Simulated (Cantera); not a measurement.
**Equilibrium for calcination and drying: MgSO4 + H2O + H2**

Input: 1 mol MgSO4, 0.069 mol H2O, a varied amount of H2, at 875 K and 180 Torr.

Equilibrium computed with Cantera from the NASA thermochemical tables; the gas is ideal and each condensed phase is pure. Candidate condensed phases: H2O, H2SO4, Mg, MgO, Mg(OH)2, MgS, MgSO4, S; 26 gas species. Gases not in the tables: S3 to S7. Kinetics and transport are ignored.

```
n(H2) (mol)  log p H2O  log p SO2  log p H2S  log p S2  log p S2O  log p H2  n MgO(s)  n MgSO4(s)
-----------  ---------  ---------  ---------  --------  ---------  --------  --------  ----------
0.28             -0.88      -0.97      -6.55     -7.92      -7.63     -5.39     0.280       0.720
0.41             -0.89      -0.96      -6.50     -7.83      -7.56     -5.39     0.410       0.590
0.55             -0.90      -0.95      -6.47     -7.78      -7.51     -5.39     0.550       0.450
0.69             -0.90      -0.94      -6.46     -7.75      -7.49     -5.39     0.690       0.310
0.83             -0.90      -0.94      -6.45     -7.73      -7.47     -5.39     0.830       0.170
0.96             -0.91      -0.94      -6.44     -7.71      -7.46     -5.38     0.960      0.0400
1.1              -0.89      -0.97      -2.76     -2.86      -3.83     -4.14      1.00           0
1.2              -0.87      -1.00      -2.50     -2.55      -3.62     -4.03      1.00           0
1.4              -0.84      -1.07      -2.22     -2.27      -3.44     -3.89      1.00           0
```
log p: log10 of the partial pressure in bar; n: condensed amount in mol.

From 0.28 mol H2 to 0.96 mol H2 the condensed part is MgO(s) + MgSO4(s). From 1.1 mol H2 to 1.4 mol H2 the condensed part is MgO(s).
